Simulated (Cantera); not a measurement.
What does this Cantera script print?

```python
import numpy as np
import cantera as ct

gas = ct.Solution("gri30.yaml")
gas.TPX = 1150, 1200000, {'CH4': 1, 'H2': 0.5, 'O2': 0.9, 'N2': 3.38}
reactor = ct.IdealGasConstPressureReactor(gas, energy="on", clone=False)
net = ct.ReactorNet([reactor])
net.rtol, net.atol = 1e-08, 1e-16
show = ['CH4', 'H2', 'O2', 'CH2CO', 'CO', 'O']
times = np.geomspace(2e-06, 3, 11)

steps = ct.SolutionArray(gas, extra=["t"])
rows = []
print(f"{'t/s':>10s}{'T/K':>9s}{'P/Pa':>11s}" + "".join(f"{s:>11s}" for s in show))
for t in times:
    while net.time < t:
        t_next = net.step()
        steps.append(gas.state, t=t_next)
    rows.append([np.interp(t, steps.t, y) for y in (steps.T, steps.P, *steps(*show).X.T)])
    print(f"{t:10.3e}{rows[-1][0]:9.1f}{rows[-1][1]:11.4g}" + "".join(f"{x:11.3e}" for x in rows[-1][2:]))
rate = np.gradient(steps.T, steps.t)
print("integrator steps:", len(steps.t))
if steps.T.max() > steps.T[0] + 200:
    print(f"time of steepest temperature rise: {steps.t[rate.argmax()]:.4e} s")
gas.TPX = 1150, 1200000, {'CH4': 1, 'H2': 0.5, 'O2': 0.9, 'N2': 3.38}
gas.equilibrate("HP")
print(f"equilibrium (HP): T = {gas.T:.1f} K  " + "  ".join(f"{s} {gas[s].X[0]:.3e}" for s in show))
```

Output:

```
       t/s      T/K       P/Pa        CH4         H2         O2      CH2CO         CO          O
 2.000e-06   1150.0    1.2e+06  1.730e-01  8.651e-02  1.557e-01  9.411e-24  6.853e-15  4.160e-11
 8.292e-06   1150.0    1.2e+06  1.730e-01  8.651e-02  1.557e-01  1.305e-20  3.756e-13  1.038e-10
 3.438e-05   1150.0    1.2e+06  1.730e-01  8.650e-02  1.557e-01  1.006e-17  2.470e-11  3.332e-10
 1.425e-04   1150.2    1.2e+06  1.730e-01  8.648e-02  1.557e-01  2.687e-13  2.690e-08  7.530e-09
 5.908e-04   1360.5    1.2e+06  1.483e-01  8.340e-02  1.286e-01  4.421e-05  1.111e-02  1.048e-06
 2.449e-03   2087.2    1.2e+06  4.345e-03  2.267e-01  6.584e-09  1.006e-05  1.139e-01  2.677e-08
 1.016e-02   2058.9    1.2e+06  1.093e-03  2.540e-01  2.922e-09  7.657e-07  1.318e-01  1.611e-08
 4.210e-02   2051.7    1.2e+06  1.666e-06  2.583e-01  2.482e-09  4.095e-10  1.339e-01  1.425e-08
 1.745e-01   2051.7    1.2e+06  9.912e-08  2.583e-01  2.482e-09  2.444e-11  1.339e-01  1.425e-08
 7.236e-01   2051.7    1.2e+06  9.911e-08  2.583e-01  2.482e-09  2.444e-11  1.339e-01  1.425e-08
 3.000e+00   2051.7    1.2e+06  9.909e-08  2.583e-01  2.481e-09  2.443e-11  1.339e-01  1.425e-08
integrator steps: 2459
time of steepest temperature rise: 6.6112e-04 s
equilibrium (HP): T = 2051.7 K  CH4 1.110e-07  H2 2.583e-01  O2 2.481e-09  CH2CO 2.735e-11  CO 1.339e-01  O 1.425e-08
```

Cantera simulation using GRI-Mech 3.0 (53 species, 325 reactions); the numbers are that mechanism's predictions, not measurements. The pressure lies above the range GRI-Mech 3.0 was tuned for (to about 10 atm).
